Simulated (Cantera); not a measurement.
Feed: 1 mol MgO, 0.43 mol O2, 0.09 mol H2O, 1.9 mol SO3, equilibrated at 1348.15 K and 340000 Pa.

Cantera equilibrium calculation (NASA polynomials, part measured and part estimated; ideal gas, pure solids and liquids). Equilibrium is a limit: real reactors are often held back by kinetics, nucleation or transport.

```
species         before    after
-------------  -------  -------
O2               0.458    0.784
H2O             0.0493    0.159
SO2              0.444   0.0499
SO3             0.0492  0.00724
OH             1.13e-5  2.32e-5
MgSO4(s), mol     1.00    0.348
MgO(s), mol          0    0.652
```
Gas species are given as mole fractions.

Question: What was changed between the two runs?
A. SO3 from 1.9 to 0.38 mol
B. temperature from 1348.15 K to 1100 K
C. temperature from 1348.15 K to 1698.15 K
D. temperature from 1348.15 K to 1050 K

Answer: A, SO3 from 1.9 to 0.38 mol. Mutual solubility and eutectic melting of coexisting phases are not modelled
